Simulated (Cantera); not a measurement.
## Low-pressure radical oxidation in H2/O2

A perfectly stirred reactor is fed with H₂ : O₂ = 0.27 : 1 (molar parts), at 0.0133 bar; it is held at 1425 K, and followed from long to short residence time.

Cantera simulation using GRI-Mech 3.0 (53 species, 325 reactions); the numbers are that mechanism's predictions, not measurements. Radical loss at walls, strong at low pressure, is not modelled. The temperature is held fixed by assumption; the heat of reaction is taken as removed at once.

| τ (s) | x H₂ | x O₂ | x H | x OH | x H₂O | x HO₂ |
|---|---|---|---|---|---|---|
| 0.32 | 0.00184 | 0.748 | 0.00274 | 0.00806 | 0.228 | 3.95e-6 |
| 0.10 | 0.00369 | 0.734 | 0.00801 | 0.0113 | 0.219 | 5.04e-6 |
| 0.033 | 0.00652 | 0.712 | 0.0196 | 0.0148 | 0.204 | 5.60e-6 |
| 0.010 | 0.0101 | 0.684 | 0.0385 | 0.0179 | 0.182 | 5.58e-6 |
| 0.0033 | 0.0138 | 0.667 | 0.0528 | 0.0196 | 0.166 | 5.38e-6 |
| 0.0011 | 0.0202 | 0.664 | 0.0597 | 0.0211 | 0.153 | 5.23e-6 |
| 0.00034 | 0.0382 | 0.676 | 0.0602 | 0.0230 | 0.133 | 4.99e-6 |
| 0.00011 | 0.0843 | 0.708 | 0.0482 | 0.0219 | 0.0934 | 4.28e-6 |
x: mole fraction; the columns are a selection and need not sum to one.
